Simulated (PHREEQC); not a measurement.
Synthetic water in mg/L, 25 °C, pH 6.8, pe 13:

```tsv
constituent	mg/L
Na	0.795
K	2.45
Ca	0.581
Mg	0.0701
Cl	1.06
S(6) as SO4	2.85
Alkalinity as HCO3	2.54
Pb	0.0323
O(0) (dissolved oxygen)	0.0024
Ba	0.0735
Sr	0.194
Cd	0.344
Br	0.017
```

Valence states are taken as typed.

All values are PHREEQC results (ion-association model, phreeqc.dat), not measurements.

This is a speciation only: nothing precipitates in the calculation.

Task: Order these Pb species by the share of Pb that they hold, largest first: PbSO4, Pb+2, PbCO3, PbOH+, PbHCO3+.

Result: Pb+2 (73 %), PbCO3 (15 %), PbOH+ (8.6 %), PbHCO3+ (2.3 %), PbSO4 (1.1 %)

The pH is 6.80 and the ionic strength 0.000190 mol/kgw. Complexes and solids missing from the database can't appear.
